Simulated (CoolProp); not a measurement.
Computed with CoolProp (reference Helmholtz-energy equation of state, Lemmon 2006). It is a short technical equation, of lower accuracy than the large ones.

Problem. For acetone, give the phase and the density (kg/m³), speed of sound (m/s), Joule-Thomson coefficient (K/MPa), expansivity (1/kK) at 550 K and 8.53 MPa; 550 K and 10.7 MPa; 550 K and 21.3 MPa.

Solution. 
- 550 K and 8.53 MPa: supercritical; density 330, speed of sound 198, Joule-Thomson coefficient 5.00, expansivity 16.3
- 550 K and 10.7 MPa: supercritical; density 404, speed of sound 279, Joule-Thomson coefficient 2.20, expansivity 7.62
- 550 K and 21.3 MPa: supercritical; density 510, speed of sound 495, Joule-Thomson coefficient 0.381, expansivity 2.82
